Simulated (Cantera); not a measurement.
# CCl₄ + CH₄ + H₂ (fluorocarbon and chlorocarbon gases)

Feed: 1 mol CCl₄, 0.12 mol CH₄, 1.5 mol H₂, at 1398.15 K and 48.0 Pa.

These are equilibrium values from Cantera (NASA tables, ideal gas, pure condensed phases), not measurements of a reactor. Candidate condensed phases: C, C₆H₆, C₇H₈, C₈H₁₈; 91 gas species. Rates play no part.

The x(HCl) is 0.877. The x(Cl) is 0.115, the x(Cl₂) is 0.00807 and the x(H₂) comes out as 1.85e-6. The n(C(graphite)) comes out as 1.12 mol and the gas amount comes out as 3.968 mol.
